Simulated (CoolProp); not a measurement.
R123 at several states: density (kg/m³) from the reference equation and from simpler models built on Tc = 183.7 °C, pc = 3662 kPa, ω = 0.282; each cubic takes its own stable root.

The numbers come from the reference Helmholtz-energy equation of state, Younglove 1994 in CoolProp. It is a modified Benedict-Webb-Rubin equation, recast in Helmholtz form.

| T (°C) | p (kPa) | phase | reference |
|---|---|---|---|
| 97.25 | 4760 | liquid | 1284 |
| -14.85 | 2280 | liquid | 1566 |
| -5.05 | 14200 | liquid | 1566 |

Question: How far does each simpler model (Redlich-Kwong, Soave-Redlich-Kwong) lie from the reference over these 3 states: mean and median of the absolute difference, and the worst?

Answer: 
- Redlich-Kwong: mean 11.9 %, median 11.7 %, worst -13.5 % at 97.25 °C and 4760 kPa
- Soave-Redlich-Kwong: mean 9.1 %, median 9.2 %, worst -9.7 % at 97.25 °C and 4760 kPa
